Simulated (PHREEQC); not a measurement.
Dissolve 0.015 mol/kgw CuSO4 and 0.00015 mol/kgw FeCl3 at 25 °C. Closed to the air; pH follows from the charge balance.

All values are PHREEQC results (ion-association model, phreeqc.dat), not measurements.

```json
[
 {"quantity": "pH", "before": "3.94", "after": "4.46"},
 {"quantity": "ionic strength (mol/kgw)", "before": "0.0403", "after": "0.0399"},
 {"quantity": "Fe(OH)2+ (mol/kgw)", "before": "7.57e-5", "after": "2.47e-5"},
 {"quantity": "FeOH+2 (mol/kgw)", "before": "4.47e-5", "after": "4.39e-6"},
 {"quantity": "Fe+3 (mol/kgw)", "before": "1.48e-6", "after": "4.38e-8"},
 {"quantity": "Fe2(OH)2+4 (mol/kgw)", "before": "2.40e-7", "after": "2.31e-9"},
 {"quantity": "SI of Goethite (FeOOH)", "before": "+6.41", "after": "+6.45"},
 {"quantity": "SI of Hematite (Fe2O3)", "before": "+14.84", "after": "+14.90"}
]
```

Task: What was changed between the two runs?
A) CuSO4 left out
B) FeCl3 from 0.00015 to 3e-05 mol/kgw
C) CuSO4 from 0.015 to 0.0165 mol/kgw
D) temperature from 25 to 50 °C
E) temperature from 25 to 90 °C

Result: B, FeCl3 from 0.00015 to 3e-05 mol/kgw

Precipitation was switched off in this run. Some of these states are supersaturated (in Fe(OH)3(a), Hematite (slow to form), for instance).
